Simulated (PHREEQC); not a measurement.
## Reverse-osmosis permeate: an equilibrium model

Synthetic water in mg/L, 25 °C, pH 5.65, pe -2:

| constituent | mg/L |
|---|---|
| Na | 6.4 |
| K | 0.615 |
| Ca | 9.66 |
| Mg | 0.548 |
| Cl | 24 |
| S(6) as SO4 | 1.59 |
| Alkalinity as HCO3 | 6.7 |
| Zn | 0.0186 |
| Si as SiO2 | 0.236 |
| Ba | 0.0237 |

Na is adjusted to close the charge balance.
Valence states are taken as typed.

Computed with PHREEQC (ion-association model, phreeqc.dat).

Each row changes one thing in this solution. This is a speciation only: nothing precipitates in the calculation.

| case | CO2 (mol/kgw) | HCO3- (mol/kgw) | SO4-2 (mol/kgw) | CaSO4 (mol/kgw) | CaHCO3+ (mol/kgw) | MgSO4 (mol/kgw) | SI of Quartz (SiO2) |
|---|---|---|---|---|---|---|---|
| as made | 0.000542 | 0.000112 | 1.60e-5 | 5.07e-7 | 2.96e-7 | 6.26e-8 | -1.43 |
| Si from 0.236 to 0.118 mg/L | 0.000542 | 0.000112 | 1.60e-5 | 5.07e-7 | 2.96e-7 | 6.26e-8 | ? |
| all concentrations times 2 at the same typed pH | 0.00105 | 0.000221 | 3.10e-5 | 1.76e-6 | 1.10e-6 | ? | ? |
| temperature from 25 to 30 °C at the same typed pH | 0.000513 | 0.000112 | 1.59e-5 | 5.24e-7 | ? | ? | -1.50 |

Question: Fill in the missing entries.

Answer: 
- Si from 0.236 to 0.118 mg/L, SI of Quartz (SiO2): -1.73
- all concentrations times 2 at the same typed pH, MgSO4 (mol/kgw): 2.18e-7
- all concentrations times 2 at the same typed pH, SI of Quartz (SiO2): -1.12
- temperature from 25 to 30 °C at the same typed pH, CaHCO3+ (mol/kgw): 3.16e-7
- temperature from 25 to 30 °C at the same typed pH, MgSO4 (mol/kgw): 7.07e-8

Complexes and solids missing from the database can't appear.
